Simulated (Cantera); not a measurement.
Feed: 1 mol borazine, 0.16 mol NH₃, 0.17 mol N₂, held at 2027 °C.

Cantera equilibrium calculation (NASA polynomials, part measured and part estimated; ideal gas, pure solids and liquids). Candidate condensed phases: B, BN; 15 gas species. The feed counts by its element totals alone. Mutual solubility and eutectic melting of coexisting phases are not modelled. The tables' values for BH₂ are old estimates; treat these amounts as uncertain. Gases not in the tables: B₂H₆ and higher boranes. The numbers say what is thermodynamically allowed, not how fast it happens.

x: gas mole fraction; n: condensed amount in mol.

```
P (Pa)   x H₂      x H    x N₂       x B     x BH₂      x BH  n B(s)  n BN(s)
------  -----  -------  ------  --------  --------  --------  ------  -------
10      0.214    0.447   0.236     0.101  0.000444  0.000411    2.24        0
28      0.345    0.340   0.278    0.0362  0.000717  0.000312    2.76        0
77      0.447    0.233   0.305    0.0132  0.000930  0.000214    2.92        0
220     0.522    0.149   0.323   0.00461   0.00109  0.000137    2.97        0
600     0.569   0.0943   0.334   0.00169   0.00118   8.67e-5    2.98        0
1700    0.602   0.0576   0.339  0.000597   0.00125   5.29e-5    2.96   0.0293
4600    0.832   0.0412   0.125  0.000220   0.00173   3.78e-5   0.442     2.55
13000   0.901      ___  0.0714       ___   0.00148       ___       0     2.99
36000   0.912      ___  0.0715       ___  0.000897       ___       0     3.00
100000  0.919  0.00928  0.0716   2.88e-6  0.000542   2.42e-6       0     3.00
```

**Question.** Complete the blanks.

**Answer.** 
- 13000, x H: 0.0255
- 13000, x B: 6.14e-5
- 13000, x BH: 1.84e-5
- 36000, x H: 0.0154
- 36000, x B: 1.33e-5
- 36000, x BH: 6.70e-6
